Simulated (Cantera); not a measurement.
A perfectly stirred reactor is fed with CH₄ : CO₂ = 1 : 3.5 (molar parts), at 1600000 Pa; it is held at 1500 K, and followed from long to short residence time.

Detailed kinetics in Cantera: GRI-Mech 3.0 (53 species, 325 reactions). The pressure lies above the range GRI-Mech 3.0 was tuned for (to about 10 atm).

Problem. What does this change do: temperature 1500 to 1375 K?

Solution. 
```csv
quantity,before,after
x(CH₄) at τ = 20.0 s,0.0293,0.0754
x(CO₂) at τ = 20.0 s,0.287,0.471
x(C₂H) at τ = 20.0 s,1.20e-10,6.15e-11
x(C₂H₆) at τ = 20.0 s,2.76e-5,0.000215
x(C₂H₂) at τ = 20.0 s,0.00452,0.0193
x(CH₄) at τ = 75.0 ms,0.146,0.216
x(CO₂) at τ = 75.0 ms,0.671,0.774
x(C₂H) at τ = 75.0 ms,7.14e-10,2.54e-12
x(C₂H₆) at τ = 75.0 ms,0.000437,0.000428
x(C₂H₂) at τ = 75.0 ms,0.0248,0.000977
```

Problem. What does this change do: temperature 1500 to 1673 K?

Solution. 
```tsv
quantity	before	after
x(CH₄) at τ = 20.0 s	0.0293	0.00208
x(CO₂) at τ = 20.0 s	0.287	0.209
x(C₂H) at τ = 20.0 s	1.20e-10	5.74e-11
x(C₂H₆) at τ = 20.0 s	2.76e-5	1.67e-7
x(C₂H₂) at τ = 20.0 s	0.00452	0.000147
x(CH₄) at τ = 75.0 ms	0.146	0.0330
x(CO₂) at τ = 75.0 ms	0.671	0.367
x(C₂H) at τ = 75.0 ms	7.14e-10	1.89e-8
x(C₂H₆) at τ = 75.0 ms	0.000437	6.22e-5
x(C₂H₂) at τ = 75.0 ms	0.0248	0.0363
```

Problem. What does this change do: pressure from 1600000 Pa to 13300 Pa?

Solution. 
```tsv
quantity	before	after
x(CH₄) at τ = 20.0 s	0.0293	0.0303
x(CO₂) at τ = 20.0 s	0.287	0.361
x(C₂H) at τ = 20.0 s	1.20e-10	8.71e-9
x(C₂H₆) at τ = 20.0 s	2.76e-5	1.57e-5
x(C₂H₂) at τ = 20.0 s	0.00452	0.0366
x(CH₄) at τ = 75.0 ms	0.146	0.212
x(CO₂) at τ = 75.0 ms	0.671	0.771
x(C₂H) at τ = 75.0 ms	7.14e-10	4.78e-10
x(C₂H₆) at τ = 75.0 ms	0.000437	0.000308
x(C₂H₂) at τ = 75.0 ms	0.0248	0.00200
```
